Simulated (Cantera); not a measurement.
Feed: 1 mol Si₃H₈, 19 mol N₂.

Equilibrium computed with Cantera from the NASA thermochemical tables; the gas is ideal and each condensed phase is pure. Candidate condensed phases: Si, Si₃N₄; 18 gas species. The feed counts by its element totals alone. N₂ is the only nitrogen source here; it is nearly inert below about 1500 K, so the nitride shown seldom forms there in practice. Equilibrium is a limit: real reactors are often held back by kinetics, nucleation or transport.

Stable condensed phases, one row left out:

```
T in K \ P in Pa
            100    300    880   2600   7700  23000  68000 200000
   1823       A      A      A      B      B      B      B      B
   1623       B      B      B      B      B      B      B      B
   1523       B      B      B      B      B      B      B      B
   1423       B      B      B      B      B      B      B      B
   1323       B      B      B      B      B      B      B      B
   1223       B      B      B      B      B      B      B      B
   1123       B      B      B      B      B      B      B      B
   1023       B      B      B      B      B      B      B      B
    923       B      B      B      B      B      B      B      B
```

A: Si; B: Si₃N₄.

### Question
Give the row for 1723 K.

### Answer
100: Si; 300: Si₃N₄; 880: Si₃N₄; 2600: Si₃N₄; 7700: Si₃N₄; 23000: Si₃N₄; 68000: Si₃N₄; 200000: Si₃N₄.
